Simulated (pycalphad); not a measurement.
Source of the numbers: pycalphad with the COST 507 light-alloy database (1999); pressure 1 atm. No gas phase is included, though pure Mg would boil below 1377 °C. The database dates from 1999; later assessments differ in places, in temperatures and in the compounds included. Diffusion is slow at the low end, where real alloys seldom reach equilibrium.

Molar enthalpy of Mg-17.13Si-73.84Al (wt.%) in equilibrium (SER reference):

```json
[
 {"T (°C)": "1377", "H (kJ/mol)": "53.44", "phases": "liquid"},
 {"T (°C)": "1302", "H (kJ/mol)": "51.10", "phases": "liquid"},
 {"T (°C)": "1227", "H (kJ/mol)": "48.75", "phases": "liquid"},
 {"T (°C)": "1152", "H (kJ/mol)": "46.40", "phases": "liquid"},
 {"T (°C)": "1077", "H (kJ/mol)": "44.06", "phases": "liquid"},
 {"T (°C)": "1002", "H (kJ/mol)": "41.71", "phases": "liquid"},
 {"T (°C)": "927", "H (kJ/mol)": "39.37", "phases": "liquid"},
 {"T (°C)": "852", "H (kJ/mol)": "37.03", "phases": "liquid"},
 {"T (°C)": "777", "H (kJ/mol)": "34.69", "phases": "liquid"},
 {"T (°C)": "702", "H (kJ/mol)": "32.36", "phases": "liquid"},
 {"T (°C)": "677", "H (kJ/mol)": "31.58", "phases": "liquid"},
 {"T (°C)": "652", "H (kJ/mol)": "30.81", "phases": "liquid"},
 {"T (°C)": "627", "H (kJ/mol)": "29.91", "phases": "liquid + MG2SI"},
 {"T (°C)": "552", "H (kJ/mol)": "11.47", "phases": "fcc + MG2SI + diamond (Si)"},
 {"T (°C)": "527", "H (kJ/mol)": "10.60", "phases": "fcc + MG2SI + diamond (Si)"},
 {"T (°C)": "477", "H (kJ/mol)": "8.95", "phases": "fcc + MG2SI + diamond (Si)"},
 {"T (°C)": "402", "H (kJ/mol)": "6.64", "phases": "fcc + MG2SI + diamond (Si)"},
 {"T (°C)": "327", "H (kJ/mol)": "4.48", "phases": "fcc + MG2SI + diamond (Si)"},
 {"T (°C)": "252", "H (kJ/mol)": "2.43", "phases": "fcc + MG2SI + diamond (Si)"},
 {"T (°C)": "177", "H (kJ/mol)": "0.47", "phases": "fcc + MG2SI + diamond (Si)"},
 {"T (°C)": "102", "H (kJ/mol)": "-1.42", "phases": "fcc + MG2SI + diamond (Si)"}
]
```

Cooling from 652 °C to 552 °C, across the freezing range, releases 19.3 kJ/mol, or 719 J/g. The slope is 31 J/(mol K) in the liquid and 35 J/(mol K) just below the solidus, where it includes any heat of precipitation. Liquidus 630 °C, solidus 557 °C. Changes were sought between steps of 25 K, so a narrower field can be missed.

Database names, with the compositions (at.%) that they take in these runs: MG2SI: Mg 67 Si 33.
